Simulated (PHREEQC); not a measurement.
Consider water at 90 °C with 61 mmol/kgw KH2PO4 and 0.77 mmol/kgw H2SO4. Closed to the air; pH follows from the charge balance.

Equilibrium calculation in PHREEQC: ion-association model, wateq4f.dat.

Each row changes one thing in this solution. Precipitation was switched off in this run.

```csv
case,pH,ionic strength (mol/kgw),H3PO4 (mol/kgw),HPO4-2 (mol/kgw),KHPO4- (mol/kgw)
as made,3.94,0.0615,0.00148,8.87e-5,4.00e-6
KH2PO4 from 0.061 to 0.61 mol/kgw,4.24,0.613,0.00548,0.00342,0.000606
0.004 mol/kgw (NH4)2SO4 added,3.96,0.0711,0.00141,9.52e-5,4.01e-6
H2SO4 left out,4.56,0.0614,0.000359,0.000375,1.70e-5
H2SO4 from 0.00077 to 0.000154 mol/kgw,4.40,0.0614,0.000526,0.000256,1.16e-5
H2SO4 from 0.00077 to 0.00154 mol/kgw,3.66,0.0619,0.00280,4.49e-5,2.01e-6
```

H3PO4, which wateq4f.dat lacks, is added to it with the constant of phreeqc.dat. At this temperature some constants are extrapolated from 25 °C, and those without enthalpy data are left unchanged.
